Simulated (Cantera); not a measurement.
Mixture: CH₄ : H₂ : O₂ : N₂ = 1 : 0.077 : 1.27 : 4.79 (molar parts), equivalence ratio 1.6, at 1.00 atm, adiabatic and at constant volume. Ignition delay is the time to a rise of 400 K.

Computed with Cantera and GRI-Mech 3.0 (53 species, 325 reactions).

Task: What does this change do: pressure from 1.00 atm to 1.28 atm?

Result: 
```json
[
 {"quantity": "delay at 1173 K", "before": "33.9 ms", "after": "27.0 ms"},
 {"quantity": "delay at 1248 K", "before": "13.8 ms", "after": "11.2 ms"},
 {"quantity": "delay at 1323 K", "before": "5.80 ms", "after": "4.79 ms"},
 {"quantity": "delay at 1398 K", "before": "2.54 ms", "after": "2.11 ms"},
 {"quantity": "delay at 1473 K", "before": "1.18 ms", "after": "0.984 ms"},
 {"quantity": "delay at 1548 K", "before": "0.590 ms", "after": "0.488 ms"},
 {"quantity": "delay at 1623 K", "before": "0.317 ms", "after": "0.260 ms"},
 {"quantity": "apparent activation energy between 1473 and 1623 K", "before": "170 kJ/mol", "after": "180 kJ/mol"}
]
```

Task: What does this change do: 0.55 parts CO2 added?

Result: 
```tsv
quantity	before	after
delay at 1173 K	33.9 ms	38.7 ms
delay at 1248 K	13.8 ms	15.9 ms
delay at 1323 K	5.80 ms	6.68 ms
delay at 1398 K	2.54 ms	2.92 ms
delay at 1473 K	1.18 ms	1.35 ms
delay at 1548 K	0.590 ms	0.667 ms
delay at 1623 K	0.317 ms	0.354 ms
apparent activation energy between 1473 and 1623 K	170 kJ/mol	180 kJ/mol
```
